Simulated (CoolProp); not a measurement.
Vapour pressure (MPa) of CHF3 (R23): the reference equation beside estimates from Tc = 299.3 K, pc = 4.832 MPa, ω = 0.263. Clausius-Clapeyron is anchored at 236.8 K with a constant enthalpy of vaporisation of 13.63 kJ/mol.

Values from CoolProp's reference Helmholtz-energy equation of state, Penoncello 2003.

| T (K) | reference | Lee-Kesler | Clausius-Clapeyron | van der Waals | Redlich-Kwong | Soave-Redlich-Kwong | Peng-Robinson |
|---|---|---|---|---|---|---|---|
| 213 | 0.3098 | 0.3105 | 0.3723 | 1.053 | 0.4850 | 0.3103 | 0.3087 |
| 220.9 | 0.4365 | 0.4391 | 0.4903 | 1.262 | 0.6505 | 0.4391 | 0.4354 |
| 228.8 | 0.5993 | 0.6042 | 0.6336 | 1.496 | 0.8524 | 0.6052 | 0.5987 |
| 236.8 | 0.8072 | 0.8146 | 0.8072 | 1.760 | 1.098 | 0.8177 | 0.8076 |
| 244.7 | 1.061 | 1.071 | 1.009 | 2.047 | 1.384 | 1.078 | 1.064 |
| 252.6 | 1.371 | 1.383 | 1.245 | 2.362 | 1.718 | 1.395 | 1.377 |
| 260.5 | 1.745 | 1.756 | 1.515 | 2.706 | 2.103 | 1.777 | 1.754 |
| 268.4 | 2.189 | 2.201 | 1.824 | 3.079 | 2.542 | 2.230 | 2.204 |
| 276.3 | 2.714 | 2.725 | 2.172 | 3.482 | 3.037 | 2.761 | 2.735 |

Absolute difference from the reference over all 9 rows, mean and median: Lee-Kesler 0.7 and 0.6 %, Clausius-Clapeyron 11.3 and 12.3 %, van der Waals 109.5 and 92.9 %, Redlich-Kwong 32.0 and 30.4 %, Soave-Redlich-Kwong 1.3 and 1.6 %, Peng-Robinson 0.4 and 0.4 %.
